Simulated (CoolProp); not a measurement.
The fluid at 293.15 K and 2.03 MPa is throttled through a valve to 1.4 MPa with no heat exchange. The same conditions are run with several fluids, on thermodynamics alone (safety and materials aside).

Model: reference Helmholtz-energy equation of state of each fluid (nitrogen: Span 2000; CF4 (R14): Platzer 1990; nitrous oxide: Lemmon 2006; C2F6 (R116): Lemmon 2006; hydrogen chloride: Thol 2018), in CoolProp. The equations of Platzer and Polt are older, rougher fits.

Task: Rank nitrogen, CF4 (R14), nitrous oxide, C2F6 (R116), hydrogen chloride by temperature change (K), highest first.

Result: nitrogen (-1.3), CF4 (R14) (-3.7), nitrous oxide (-7.7), C2F6 (R116) (-7.8), hydrogen chloride (-10.3)

```tsv
fluid	final density (kg/m³)
nitrogen	16.2
CF4 (R14)	54.3
nitrous oxide	28.6
C2F6 (R116)	102
hydrogen chloride	24.3
```
